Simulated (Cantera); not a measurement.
## Thermodynamics of roasting and sulfation, feed MgCO3 + SO3 + H2O

Feed: 1 mol MgCO3, 1.3 mol SO3, 0.53 mol H2O, held at 0.100 bar.

Equilibrium computed with Cantera from the NASA thermochemical tables; the gas is ideal and each condensed phase is pure. Candidate condensed phases: C, C6H6, C7H8, C8H18, H2O, H2SO4, Mg, MgCO3, MgO, Mg(OH)2, MgS, MgSO4, S; 130 gas species. Mutual solubility and eutectic melting of coexisting phases are not modelled. Equilibrium is a limit: real reactors are often held back by kinetics, nucleation or transport.

From 698 K to 1148 K the condensed part is MgSO4(s). At 1198 K the condensed part is MgO(s) + MgSO4(s). From 1248 K to 1348 K the condensed part is MgO(s).

```json
[
 {"T (K)": "698", "x CO2": "0.543", "x SO2": "0.0166", "x H2O": "0.286", "x O2": "0.00832", "x SO3": "0.144", "n MgSO4(s)": "1.00", "n MgO(s)": "0"},
 {"T (K)": "748", "x CO2": "0.538", "x SO2": "0.0328", "x H2O": "0.284", "x O2": "0.0164", "x SO3": "0.128", "n MgSO4(s)": "1.00", "n MgO(s)": "0"},
 {"T (K)": "798", "x CO2": "0.531", "x SO2": "0.0553", "x H2O": "0.281", "x O2": "0.0276", "x SO3": "0.104", "n MgSO4(s)": "1.00", "n MgO(s)": "0"},
 {"T (K)": "848", "x CO2": "0.524", "x SO2": "0.0807", "x H2O": "0.278", "x O2": "0.0404", "x SO3": "0.0765", "n MgSO4(s)": "1.00", "n MgO(s)": "0"},
 {"T (K)": "898", "x CO2": "0.518", "x SO2": "0.104", "x H2O": "0.275", "x O2": "0.0520", "x SO3": "0.0515", "n MgSO4(s)": "1.00", "n MgO(s)": "0"},
 {"T (K)": "948", "x CO2": "0.513", "x SO2": "0.121", "x H2O": "0.272", "x O2": "0.0607", "x SO3": "0.0326", "n MgSO4(s)": "1.00", "n MgO(s)": "0"},
 {"T (K)": "998", "x CO2": "0.510", "x SO2": "0.133", "x H2O": "0.270", "x O2": "0.0665", "x SO3": "0.0201", "n MgSO4(s)": "1.00", "n MgO(s)": "0"},
 {"T (K)": "1048", "x CO2": "0.508", "x SO2": "0.140", "x H2O": "0.269", "x O2": "0.0700", "x SO3": "0.0124", "n MgSO4(s)": "1.00", "n MgO(s)": "0"},
 {"T (K)": "1098", "x CO2": "0.507", "x SO2": "0.144", "x H2O": "0.269", "x O2": "0.0722", "x SO3": "0.00778", "n MgSO4(s)": "1.00", "n MgO(s)": "0"},
 {"T (K)": "1148", "x CO2": "0.506", "x SO2": "0.147", "x H2O": "0.268", "x O2": "0.0734", "x SO3": "0.00502", "n MgSO4(s)": "1.00", "n MgO(s)": "0"},
 {"T (K)": "1198", "x CO2": "0.303", "x SO2": "0.349", "x H2O": "0.161", "x O2": "0.175", "x SO3": "0.0121", "n MgSO4(s)": "0.107", "n MgO(s)": "0.893"},
 {"T (K)": "1248", "x CO2": "0.289", "x SO2": "0.366", "x H2O": "0.153", "x O2": "0.183", "x SO3": "0.00878", "n MgSO4(s)": "0", "n MgO(s)": "1.00"},
 {"T (K)": "1298", "x CO2": "0.288", "x SO2": "0.369", "x H2O": "0.153", "x O2": "0.184", "x SO3": "0.00619", "n MgSO4(s)": "0", "n MgO(s)": "1.00"},
 {"T (K)": "1348", "x CO2": "0.288", "x SO2": "0.370", "x H2O": "0.153", "x O2": "0.185", "x SO3": "0.00447", "n MgSO4(s)": "0", "n MgO(s)": "1.00"}
]
```
x: gas mole fraction; n: condensed amount in mol.
